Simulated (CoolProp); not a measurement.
Aqueous ethylene glycol as a coolant, at -1 °C, 1 atm.

Model: Melinder's fits for secondary coolants, in CoolProp.

```
mass %  freezing point (°C)  density (kg/m³)  conductivity (W/(m K))  viscosity (mPa s)  Prandtl number
------  -------------------  ---------------  ----------------------  -----------------  --------------
7.8                    -2.5             1010                   0.530               2.27            17.5
13.2                   -4.6             1019                   0.509               2.68            20.9
18.6                   -7.2             1027                   0.488               3.16            25.1
24.1                  -10.4             1036                   0.467               3.74            30.2
29.5                  -14.2             1044                   0.447               4.40            36.1
34.9                  -18.7             1053                   0.427               5.18            43.0
40.3                  -24.1             1061                   0.408               6.11            51.3
45.7                  -30.4             1069                   0.390               7.23            61.2
51.1                  -37.5             1077                   0.373               8.59            73.1
56.6                  -45.7             1084                   0.356               10.2            87.5
```
